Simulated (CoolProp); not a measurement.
A simple Rankine cycle with water: condensing at 307.15 K, boiler at 0.0868 MPa, turbine inlet 373.8 K, turbine efficiency 0.7, pump efficiency 0.7, no recuperator. Each further row changes one setting.

The numbers come from the reference Helmholtz-energy equation of state, Wagner 2002 in CoolProp.

```csv
case,thermal efficiency (%),net work (kJ/kg),heat in (kJ/kg),turbine exit temperature (K),volume ratio over the turbine
as stated,11.1,283,2540,307.1,12.6
turbine inlet 393.8 K,11.2,288,2580,307.1,12.1
condensing temperature 299.15 K,12.5,322,2570,299.2,19.2
boiler pressure 0.0608 MPa,9.8,248,2540,307.1,8.94
turbine efficiency 0.6,9.6,242,2540,307.1,12.8
```

The expansion ends wet for: as stated; turbine inlet 393.8 K; condensing temperature 299.15 K; boiler pressure 0.0608 MPa; turbine efficiency 0.6.
